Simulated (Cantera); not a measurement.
# SiF4 + H2O + H2 (silicon oxide and oxynitride deposition)

Input: 1 mol SiF4, 0.64 mol H2O, 1.1 mol H2, at 0.100 bar.

Method: chemical equilibrium by Gibbs-energy minimisation in Cantera with the NASA 1993 tables (ideal gas, pure condensed phases). Candidate condensed phases: H2O, Si, SiO2; 38 gas species. The tables' values for SiF3, SiF2 are old estimates; treat these amounts as uncertain. The tables hold silica as quartz up to 1696 K and as liquid above; real silica turns to tridymite and cristobalite and melts near 1996 K. The numbers say what is thermodynamically allowed, not how fast it happens.

```json
[
 {"T (°C)": "927", "x HF": "0.330", "x H2": "0.368", "x SiF4": "0.252", "x H2O": "0.0494", "x SiF3": "3.12e-6", "x SiHF3": "9.26e-6", "x H": "3.79e-7", "x SiO": "2.32e-12", "n SiO2(β-quartz)": "0.246", "n SiO2(condensed)": "0"},
 {"T (°C)": "977", "x HF": "0.342", "x H2": "0.367", "x SiF4": "0.248", "x H2O": "0.0429", "x SiF3": "8.12e-6", "x SiHF3": "1.51e-5", "x H": "9.26e-7", "x SiO": "2.39e-11", "n SiO2(β-quartz)": "0.256", "n SiO2(condensed)": "0"},
 {"T (°C)": "1027", "x HF": "0.351", "x H2": "0.366", "x SiF4": "0.245", "x H2O": "0.0374", "x SiF3": "1.97e-5", "x SiHF3": "2.38e-5", "x H": "2.12e-6", "x SiO": "2.06e-10", "n SiO2(β-quartz)": "0.264", "n SiO2(condensed)": "0"},
 {"T (°C)": "1077", "x HF": "0.360", "x H2": "0.365", "x SiF4": "0.242", "x H2O": "0.0327", "x SiF3": "4.48e-5", "x SiHF3": "3.64e-5", "x H": "4.55e-6", "x SiO": "1.52e-9", "n SiO2(β-quartz)": "0.271", "n SiO2(condensed)": "0"},
 {"T (°C)": "1127", "x HF": "0.367", "x H2": "0.365", "x SiF4": "0.240", "x H2O": "0.0287", "x SiF3": "9.64e-5", "x SiHF3": "5.41e-5", "x H": "9.29e-6", "x SiO": "9.75e-9", "n SiO2(β-quartz)": "0.277", "n SiO2(condensed)": "0"},
 {"T (°C)": "1177", "x HF": "0.373", "x H2": "0.364", "x SiF4": "0.237", "x H2O": "0.0254", "x SiF3": "0.000197", "x SiHF3": "7.84e-5", "x H": "1.80e-5", "x SiO": "5.50e-8", "n SiO2(β-quartz)": "0.282", "n SiO2(condensed)": "0"},
 {"T (°C)": "1227", "x HF": "0.378", "x H2": "0.363", "x SiF4": "0.235", "x H2O": "0.0225", "x SiF3": "0.000383", "x SiHF3": "0.000111", "x H": "3.35e-5", "x SiO": "2.77e-7", "n SiO2(β-quartz)": "0.286", "n SiO2(condensed)": "0"},
 {"T (°C)": "1277", "x HF": "0.383", "x H2": "0.362", "x SiF4": "0.234", "x H2O": "0.0201", "x SiF3": "0.000715", "x SiHF3": "0.000153", "x H": "6.00e-5", "x SiO": "1.25e-6", "n SiO2(β-quartz)": "0.290", "n SiO2(condensed)": "0"},
 {"T (°C)": "1327", "x HF": "0.387", "x H2": "0.362", "x SiF4": "0.232", "x H2O": "0.0180", "x SiF3": "0.00128", "x SiHF3": "0.000208", "x H": "0.000103", "x SiO": "5.14e-6", "n SiO2(β-quartz)": "0.293", "n SiO2(condensed)": "0"},
 {"T (°C)": "1377", "x HF": "0.391", "x H2": "0.360", "x SiF4": "0.229", "x H2O": "0.0163", "x SiF3": "0.00221", "x SiHF3": "0.000276", "x H": "0.000172", "x SiO": "1.93e-5", "n SiO2(β-quartz)": "0.295", "n SiO2(condensed)": "0"},
 {"T (°C)": "1427", "x HF": "0.395", "x H2": "0.359", "x SiF4": "0.227", "x H2O": "0.0149", "x SiF3": "0.00367", "x SiHF3": "0.000358", "x H": "0.000279", "x SiO": "6.67e-5", "n SiO2(β-quartz)": "0", "n SiO2(condensed)": "0.297"}
]
```
x: gas mole fraction; n: condensed amount in mol.

From 927 °C to 1377 °C the condensed part is SiO2(β-quartz). At 1427 °C the condensed part is SiO2(condensed). The main Si-bearing gas is SiF4 throughout. The share of Si in condensed phases is highest at 1427 °C (29.7 %) and lowest at 927 °C (24.6 %).
